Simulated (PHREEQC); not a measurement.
## Acid mine or pickling water: an equilibrium model

A made-up water analysis in mg/L, 35 °C, pH 2.94, pe 10.8:

```csv
constituent,mg/L
Na,124
K,6.07
Ca,110
Mg,54.8
Cl,23.8
S(6) as SO4,849
Cu(2),0.494
```

Valence states are taken as typed.

Computed with PHREEQC (ion-association model, wateq4f.dat).

* **ionic strength**: 0.0236 mol/kgw
* **total alkalinity**: -1.89 meq/kg
* **charge-balance error**: -3.2 %

| species | molality | activity | log γ |
|---|---|---|---|
| SO4-2 | 0.00646 | 0.00359 | -0.255 |
| Na+ | 0.00530 | 0.00457 | -0.065 |
| Ca+2 | 0.00191 | 0.00107 | -0.251 |
| Mg+2 | 0.00140 | 0.000797 | -0.245 |
| H+ | 0.00130 | 0.00115 | -0.055 |
| MgSO4 | 0.000856 | 0.000860 | 0.002 |
| CaSO4 | 0.000834 | 0.000839 | 0.002 |
| Cl- | 0.000672 | 0.000575 | -0.067 |
| HSO4- | 0.000583 | 0.000502 | -0.065 |
| K+ | 0.000151 | 0.000129 | -0.067 |
| NaSO4- | 0.000101 | 8.73e-5 | -0.063 |
| CaHSO4+ | 7.52e-6 | 6.46e-6 | -0.065 |

Precipitation was switched off in this run. Species that the database lacks are ignored.
